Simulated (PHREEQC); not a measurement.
Dissolve 7.6 mmol/kgw FeCl3, 85 mmol/kgw CuCl2, 20 mmol/kgw H2SO4 and 8.7 mmol/kgw NaCl at 25 °C. Closed to the air; pH follows from the charge balance.

All values are PHREEQC results (ion-association model, phreeqc.dat), not measurements.

**Question.** The ionic strength comes out as 0.285 mol/kgw. What activity coefficients do Cu+2, SO4-2, FeCl2+, Cl-, FeHSO4+2 get?

**Answer.** Cu+2 0.29, SO4-2 0.26, FeCl2+ 0.72, Cl- 0.69, FeHSO4+2 0.29.

No solid was allowed to form. The solution is supersaturated, for example in Hematite (slow to form), Goethite (slow to form), so a real one may precipitate; this is no full list. Species that the database lacks are ignored.
